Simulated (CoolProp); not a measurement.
Vapour pressure (bar) of R143a: the reference equation beside estimates from Tc = 345.9 K, pc = 37.62 bar, ω = 0.261.

Model: reference Helmholtz-energy equation of state, Lemmon and Jacobsen 2000, in CoolProp.

```
T (K)  reference  Redlich-Kwong  Soave-Redlich-Kwong
-----  ---------  -------------  -------------------
173.6    0.03466        0.08963              0.03246
187.6     0.1063         0.2454               0.1013
201.6     0.2721         0.5648               0.2634
215.7     0.6082          1.143               0.5966
229.7      1.209          2.076                1.199
243.7      2.197          3.477                2.198
257.7      3.714          5.454                3.743
271.8      5.940          8.139                6.019
285.8      9.021          11.60                9.175
```

Absolute difference from the reference over all 9 rows, mean and median: Redlich-Kwong 80.8 and 71.7 %, Soave-Redlich-Kwong 2.3 and 1.7 %.
